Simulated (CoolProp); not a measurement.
The numbers come from the reference Helmholtz-energy equation of state, Thol 2016 in CoolProp.

**Question.** Give the vapour pressure (kPa), enthalpy of vaporisation (kJ/kg), surface tension (mN/m) of saturated hexamethyldisiloxane (MM) at 30.45 °C.

**Answer.** 
```tsv
T (°C)	p (kPa)	enthalpy of vaporisation (kJ/kg)	surface tension (mN/m)
30.45	7.31	226	14.9
```

Surface tension comes from a separate correlation (Mulero 2014), older than this fluid's equation and unchecked against measurements.
